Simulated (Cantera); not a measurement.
A closed system holds: 1 mol TiCl₄, 1 mol H₂O, equilibrated at 1100 K and 0.133 bar.

Method: chemical equilibrium by Gibbs-energy minimisation in Cantera with the NASA 1993 tables (ideal gas, pure condensed phases). Candidate condensed phases: H₂O, Ti, TiCl₂, TiCl₃, TiCl₄, TiO, TiO₂, Ti₂O₃, Ti₃O₅, Ti₄O₇; 23 gas species. Condensed phases not in the tables: TiOCl. Kinetics and transport are ignored.

**Question.** What is the equilibrium state?

**Answer.** 
```json
{
  "x(HCl)": "0.800",
  "x(TiCl₄)": "0.200",
  "x(H₂O)": "0.000180",
  "x(TiCl₃)": "1.88e-5",
  "x(Cl)": "1.51e-5",
  "x(Cl₂)": "1.32e-5",
  "x(H₂)": "1.13e-5",
  "n(TiO₂(rutile))": "0.500 mol",
  "gas_amount": "2.500 mol",
  "log10 activity of TiCl₄(l) (absent)": "-3.61",
  "log10 activity of Ti₄O₇(s) (absent)": "-4.70",
  "log10 activity of Ti₃O₅(s) (absent)": "-4.93"
}
```
